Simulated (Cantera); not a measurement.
What does this Cantera script print?

```python
import numpy as np
import cantera as ct

gas_names = [...]  # 127 gases of nasa_gas.yaml made of C, Fe, H, O, S
cond_names = """
    C(gr) C6H6(L) C7H8(L) C8H18(L),n-octa Fe(a) Fe(c) Fe(d) Fe(L) FeC5O5(L) FeO(s) FeO(L) Fe(OH)2(s)
    Fe(OH)3(s) FeS(a) FeS(b) FeS(c) FeS(L) FeSO4(s) FeS2(s) Fe2O3(s) Fe2S3O12(s) Fe3O4(s) H2O(s) H2O(L)
    H2SO4(L) S(cr1) S(cr2) S(L)
""".split()


# ... load() reads the species with a 1 bar reference pressure and builds the phases ...
atoms = {
    'FeS2': {'Fe': 1, 'S': 2},
    'H2S': {'H': 2, 'S': 1},
    'CO2': {'C': 1, 'O': 2},
}
top_T = {'C(gr)': 4500, 'FeSO4(s)': 950, 'FeS2(s)': 1010, 'Fe2O3(s)': 1830, 'Fe2S3O12(s)': 1100, 'Fe3O4(s)': 1870}  # K; cautious upper limits of use, not melting points


# ... equilibrate(T, P, feed) seeds the gas with the atoms and calls Mixture.equilibrate('TP', solver="vcs", rtol=1e-11, max_steps=5000) ...
results = []
T = 898  # K
P = 3700  # Pa
for m in [0.36, 0.91, 1.5, 2, 2.6, 3.1, 3.7, 4.2, 4.8]:
    feed = {'FeS2': 1, 'H2S': m, 'CO2': 0.46}  # mol
    mix = equilibrate(T, P, feed)
    results.append((T, P, feed, dict(zip(mix.species_names, mix.species_moles))))

top = {s: max(r[3][s] / sum(r[3][g] for g in gas_names) for r in results) for s in gas_names}
cols = sorted((s for s in top if top[s] > 0.001), key=lambda s: -top[s])[:5]
seen = [c for c in cond_names if any(r[3].get(c, 0) > 1e-12 for r in results)]
print("log10 of partial pressures in bar; condensed amounts in mol")
print(f"{'n(H2S)':>10s}" + "".join(f"{s[:9]:>10s}" for s in cols + seen))
for T, P, feed, n in results:
    ng = sum(n[g] for g in gas_names)
    print(f"{feed['H2S']:10.4g}" + "".join(f"{np.log10(max(n[s] / ng * P / 1e5, 1e-99)):10.3f}" for s in cols)
          + "".join(f"{n.get(c, 0):10.4g}" for c in seen))
```

Result:

```
log10 of partial pressures in bar; condensed amounts in mol
    n(H2S)       H2S       CO2        S2       H2O       COS    FeS(c)   FeS2(s)
      0.36    -2.010    -1.879    -1.985    -2.764    -2.988    0.6114    0.3886
      0.91    -1.802    -2.134    -1.990    -2.781    -3.017         1         0
       1.5    -1.697    -2.283    -2.098    -2.789    -3.052         1         0
         2    -1.649    -2.384    -2.169    -2.807    -3.089         1         0
       2.6    -1.613    -2.487    -2.238    -2.831    -3.131         1         0
       3.1    -1.593    -2.562    -2.286    -2.852    -3.165         1         0
       3.7    -1.575    -2.641    -2.335    -2.875    -3.203         1         0
       4.2    -1.564    -2.700    -2.370    -2.894    -3.232         1         0
       4.8    -1.553    -2.765    -2.407    -2.916    -3.264         1         0
```

Equilibrium computed with Cantera from the NASA thermochemical tables; the gas is ideal and each condensed phase is pure. FeS: taken at fixed stoichiometry. Gases not in the tables: S3 to S7.
